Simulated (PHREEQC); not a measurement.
Solution (25 °C): 62 mmol/kgw HF, 21 mmol/kgw Na2SO4 and 33 mmol/kgw NaCl. Closed to the air; pH follows from the charge balance.

All values are PHREEQC results (ion-association model, phreeqc.dat), not measurements.

Each row changes one thing in this solution. No solid was allowed to form.

```csv
case,pH,ionic strength (mol/kgw),HF (mol/kgw),F- (mol/kgw),HF2- (mol/kgw),NaF (mol/kgw),SI of Halite (NaCl)
as made,2.27,0.0943,0.0502,0.00839,0.00161,0.000208,-4.41
temperature from 25 to 5 °C,2.19,0.0964,0.0494,0.00946,0.00145,0.000237,-4.38
HF from 0.062 to 0.093 mol/kgw,2.16,0.0955,0.0770,0.00989,0.00292,0.000244,-4.41
Na2SO4 left out,___,0.0407,0.0529,0.00642,0.00130,8.31e-5,-4.69
diluted 5-fold with water,___,___,0.00913,0.00303,0.000106,1.94e-5,-5.70
```

### Question
Some entries are withheld; supply them.

### Answer

- Na2SO4 left out, pH: 2.17
- diluted 5-fold with water, pH: 2.63
- diluted 5-fold with water, ionic strength (mol/kgw): 0.0210

At this temperature some constants are extrapolated from 25 °C, and those without enthalpy data are left unchanged.
